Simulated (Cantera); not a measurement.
An adiabatic, constant-pressure homogeneous reactor starts with CH₄ : O₂ : N₂ : H₂O = 1 : 1.11 : 4.18 : 0.93 (molar parts), equivalence ratio 1.8, at 1525 K and 5.43 atm. Integrator tolerance rtol = 1e-08.

Model: GRI-Mech 3.0 (53 species, 325 reactions), integrated in Cantera.

```tsv
quantity	before	after
time of steepest temperature rise	0.441 ms	14.4 ms
temperature at 8.00 s	2522 K	2249 K
equilibrium temperature	2522 K	2249 K
x(CH₄) at 8.00 s	6.67e-11 (gas-phase equilibrium 7.57e-11)	2.45e-10 (gas-phase equilibrium 2.78e-10)
x(O₂) at 8.00 s	2.87e-5 (gas-phase equilibrium 2.87e-5)	1.47e-6 (gas-phase equilibrium 1.47e-6)
x(H₂O) at 8.00 s	0.234 (gas-phase equilibrium 0.234)	0.233 (gas-phase equilibrium 0.233)
x(CO) at 8.00 s	0.0944 (gas-phase equilibrium 0.0944)	0.0921 (gas-phase equilibrium 0.0921)
x(C₂H₂) at 8.00 s	<1e-12 (gas-phase equilibrium <1e-12)	<1e-12 (gas-phase equilibrium <1e-12)
```

Task: Name the change that produced these shifts.
(A) initial temperature 1525 to 1200 K
(B) constant volume in place of constant pressure
(C) pressure from 5.43 atm to 4.15 atm
(D) CH4 1 to 0.44 parts

Result: A, initial temperature 1525 to 1200 K
